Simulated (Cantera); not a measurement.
# Thermodynamics of carbothermic reduction, feed SiO2 + C + H2

Feed: 1 mol SiO2, 1.3 mol C, 2.4 mol H2, equilibrated at 1373.15 K.

Equilibrium computed with Cantera from the NASA thermochemical tables; the gas is ideal and each condensed phase is pure. Candidate condensed phases: C, C6H6, C7H8, C8H18, H2O, Si, SiC, SiO2; 123 gas species. Mutual solubility and eutectic melting of coexisting phases are not modelled. The tables hold silica as quartz up to 1696 K and as liquid above; real silica turns to tridymite and cristobalite and melts near 1996 K. Equilibrium is a limit: real reactors are often held back by kinetics, nucleation or transport.

From 10.0 Pa to 4.60 mbar the condensed part is SiC(s) + SiO2(β-quartz). From 32.0 mbar to 10.0 bar the condensed part is C(graphite) + SiC(s) + SiO2(β-quartz). The main Si-bearing gas is SiO throughout.

```json
[
 {"P (Pa)": "10", "log p H2": "-4.21", "log p CO": "-4.58", "log p SiO": "-4.91", "log p CH4": "-12.03", "log p H": "-7.58", "log p C2H4": "<-16", "n SiC(s)": "0.275", "n SiO2(β-quartz)": "0.250", "n C(graphite)": "0"},
 {"P (Pa)": "68", "log p H2": "-3.31", "log p CO": "-3.74", "log p SiO": "-5.19", "log p CH4": "-9.67", "log p H": "-7.13", "log p C2H4": "-13.83", "n SiC(s)": "0.423", "n SiO2(β-quartz)": "0.546", "n C(graphite)": "0"},
 {"P (Pa)": "460", "log p H2": "-2.47", "log p CO": "-2.91", "log p SiO": "-5.47", "log p CH4": "-7.44", "log p H": "-6.71", "log p C2H4": "-11.05", "n SiC(s)": "0.433", "n SiO2(β-quartz)": "0.565", "n C(graphite)": "0"},
 {"P (Pa)": "3200", "log p H2": "-1.53", "log p CO": "-2.61", "log p SiO": "-5.57", "log p CH4": "-5.36", "log p H": "-6.24", "log p C2H4": "-8.76", "n SiC(s)": "0.0995", "n SiO2(β-quartz)": "0.900", "n C(graphite)": "1.00"},
 {"P (Pa)": "22000", "log p H2": "-0.66", "log p CO": "-2.61", "log p SiO": "-5.57", "log p CH4": "-3.62", "log p H": "-5.81", "log p C2H4": "-7.03", "n SiC(s)": "0.0135", "n SiO2(β-quartz)": "0.986", "n C(graphite)": "1.26"},
 {"P (Pa)": "150000", "log p H2": "0.17", "log p CO": "-2.61", "log p SiO": "-5.57", "log p CH4": "-1.95", "log p H": "-5.39", "log p C2H4": "-5.36", "n SiC(s)": "0.00196", "n SiO2(β-quartz)": "0.998", "n C(graphite)": "1.28"},
 {"P (Pa)": "1000000", "log p H2": "0.98", "log p CO": "-2.61", "log p SiO": "-5.57", "log p CH4": "-0.34", "log p H": "-4.99", "log p C2H4": "-3.75", "n SiC(s)": "0.000294", "n SiO2(β-quartz)": "1.000", "n C(graphite)": "1.19"}
]
```
log p: log10 of the partial pressure in bar; n: condensed amount in mol.
